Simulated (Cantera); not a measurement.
Input: 1 mol Cu₂O, 0.48 mol CH₄, 2.7 mol CO, equilibrated at 1777 °C and 3.50 bar.

These are equilibrium values from Cantera (NASA tables, ideal gas, pure condensed phases), not measurements of a reactor. Candidate condensed phases: C, C₆H₆, C₇H₈, C₈H₁₈, Cu, CuO, Cu(OH)₂, Cu₂O, H₂O; 113 gas species. The numbers say what is thermodynamically allowed, not how fast it happens.

Base state: CO 0.707, H₂ 0.165, H₂O 0.0660, CO₂ 0.0593, Cu 0.00194, H 0.000493, OH 2.15e-5 (mole fractions); condensed: Cu(l).

**Question.** What changes in the equilibrium state with this change: pressure from 3.50 bar to 39.0 Pa?

**Answer.** 
| species | before | after |
|---|---|---|
| CO | 0.707 | 0.467 |
| Cu | 0.00194 | 0.319 |
| H₂ | 0.165 | 0.0951 |
| H | 0.000493 | 0.0354 |
| H₂O | 0.0660 | 0.0398 |
| CO₂ | 0.0593 | 0.0411 |
| O₂ | 7.94e-9 | 7.83e-5 |
| O | 4.64e-8 | 0.000436 |
| OH | 2.15e-5 | 0.00162 |
| Cu(l), mol | 1.99 | 0 |
